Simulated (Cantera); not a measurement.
Adiabatic ignition

An adiabatic, constant-pressure homogeneous reactor starts with 19.6 % H₂, 16.9 % O₂, 63.5 % N₂, equivalence ratio 0.58, at 1373 K and 825 Torr.

Cantera simulation using the H2/O2 subset of GRI-Mech 3.0, which has no nitrogen chemistry; the numbers are that mechanism's predictions, not measurements.

```csv
t (s),T (K),x H₂,x O₂,x H₂O,x HO₂,x H,x O,x OH
3.00e-6,1373,0.196,0.169,3.39e-7,1.51e-7,3.71e-7,7.94e-8,5.78e-8
1.18e-5,1374,0.195,0.169,0.000550,2.38e-5,0.000420,9.30e-5,6.88e-5
4.68e-5,2152,0.0200,0.0741,0.163,1.63e-5,0.0239,0.0214,0.0252
0.000185,2535,0.00762,0.0734,0.194,1.01e-5,0.00386,0.00702,0.0212
0.000729,2575,0.00593,0.0738,0.198,1.14e-5,0.00257,0.00542,0.0193
0.00288,2575,0.00593,0.0738,0.198,1.14e-5,0.00257,0.00541,0.0193
0.0114,2575,0.00593,0.0738,0.198,1.14e-5,0.00257,0.00541,0.0193
0.0449,2575,0.00593,0.0738,0.198,1.14e-5,0.00257,0.00541,0.0193
0.177,2575,0.00593,0.0738,0.198,1.14e-5,0.00257,0.00541,0.0193
0.700,2575,0.00593,0.0738,0.198,1.14e-5,0.00257,0.00541,0.0193
```
x: mole fraction; the columns are a selection and need not sum to one.

```json
{
  "time_of_steepest_temperature_rise": "19.5 µs",
  "temperature at 0.700 s": "2575 K",
  "equilibrium_temperature": "2575 K",
  "x(H₂) at 0.700 s": "0.00593 (gas-phase equilibrium 0.00593)",
  "x(O₂) at 0.700 s": "0.0738 (gas-phase equilibrium 0.0738)",
  "x(H₂O) at 0.700 s": "0.198 (gas-phase equilibrium 0.198)"
}
```
